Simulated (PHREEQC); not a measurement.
1 kg of water holding 0.0056 mol/kgw KCl, 0.0068 mol/kgw K2SO4, 0.0047 mol/kgw KHCO3 and 0.21 mol/kgw K2CO3 is evaporated at 15 °C; the solids stay in contact with the brine. No CO2 enters from the air. The run lets Arcanite, Kalicinite, Misenite, Sylvite precipitate or redissolve, and no other solid.

Equilibrium calculation in PHREEQC: Pitzer model, pitzer.dat.

| water left (kg) | ionic strength | water activity | Arcanite (mol) | Cl in solution (mol/kgw) | C in solution (mol/kgw) | K in solution (mol/kgw) |
|---|---|---|---|---|---|---|
| 1 | 0.659 | 0.990 | 0 | 0.00560 | 0.215 | 0.444 |
| 0.8219 | 0.802 | 0.988 | 0 | 0.00681 | 0.261 | 0.540 |
| 0.6755 | 0.976 | 0.986 | 0 | 0.00829 | 0.318 | 0.657 |
| 0.5552 | 1.19 | 0.983 | 0 | 0.0101 | 0.387 | 0.800 |
| 0.4563 | 1.45 | 0.979 | 0 | 0.0123 | 0.470 | 0.973 |
| 0.3751 | 1.76 | 0.975 | 0 | 0.0149 | 0.572 | 1.18 |
| 0.3083 | 2.14 | 0.970 | 0 | 0.0182 | 0.696 | 1.44 |
| 0.2534 | 2.61 | 0.963 | 0 | 0.0221 | 0.847 | 1.75 |
| 0.2082 | 3.17 | 0.955 | 0 | 0.0269 | 1.03 | 2.13 |
| 0.1712 | 3.86 | 0.944 | 0 | 0.0327 | 1.25 | 2.59 |
| 0.1407 | 4.70 | 0.931 | 0 | 0.0398 | 1.53 | 3.16 |
| 0.1156 | 5.71 | 0.913 | 0 | 0.0484 | 1.86 | 3.84 |
| 0.09505 | 6.93 | 0.891 | 0.000501 | 0.0589 | 2.26 | 4.66 |
| 0.07811 | 8.34 | 0.862 | 0.00315 | 0.0717 | 2.75 | 5.60 |
| 0.06421 | 10.1 | 0.824 | 0.00481 | 0.0872 | 3.34 | 6.76 |
| 0.05278 | 12.2 | 0.775 | 0.00579 | 0.106 | 4.07 | 8.19 |
| 0.04338 | 14.8 | 0.711 | 0.00633 | 0.129 | 4.95 | 9.94 |
| 0.03567 | 18.0 | 0.631 | 0.00660 | 0.157 | 6.02 | 12.1 |

Arcanite from water left = 0.09505 kg (pH 11.62).

Species that the database lacks are ignored.
